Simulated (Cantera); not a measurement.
A closed system holds: 1 mol B2O3, 0.45 mol NH3, 1.7 mol H2, equilibrated at 973.15 K and 7.50 Torr.

These are equilibrium values from Cantera (NASA tables, ideal gas, pure condensed phases), not measurements of a reactor. Candidate condensed phases: B, BN, B2O3, B3O3H3, H2O; 39 gas species. Equilibrium is a limit: real reactors are often held back by kinetics, nucleation or transport.

Question: What is the equilibrium state?

Answer: 
```json
{
  "x(H2)": "0.913",
  "x(N2)": "0.0863",
  "x(H2O)": "0.000851",
  "x(HBO2)": "4.29e-6",
  "x(NH3)": "1.79e-6",
  "n(BN(s))": "0.00148 mol",
  "n(B2O3(l))": "0.999 mol",
  "gas_amount": "2.599 mol",
  "log10 activity of B(s) (absent)": "-7.33",
  "log10 activity of B3O3H3(s) (absent)": "-16.26"
}
```
